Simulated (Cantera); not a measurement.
# Ignition delay

Mixture: 14.4 % CH₄, 18.0 % O₂, 67.6 % N₂, equivalence ratio 1.6, at 26300 Torr, adiabatic and at constant pressure. Ignition delay is the time to a rise of 400 K.

Cantera simulation using GRI-Mech 3.0 (53 species, 325 reactions); the numbers are that mechanism's predictions, not measurements. The pressure lies above the range GRI-Mech 3.0 was tuned for (to about 10 atm).

```json
[
 {"T0 (K)": "1275", "delay (ms)": "0.607"},
 {"T0 (K)": "1325", "delay (ms)": "0.362"},
 {"T0 (K)": "1375", "delay (ms)": "0.221"},
 {"T0 (K)": "1425", "delay (ms)": "0.138"},
 {"T0 (K)": "1475", "delay (ms)": "0.0879"},
 {"T0 (K)": "1525", "delay (ms)": "0.0568"},
 {"T0 (K)": "1575", "delay (ms)": "0.0372"},
 {"T0 (K)": "1625", "delay (ms)": "0.0247"}
]
```

The apparent activation energy between 1525 and 1625 K is 170 kJ/mol.
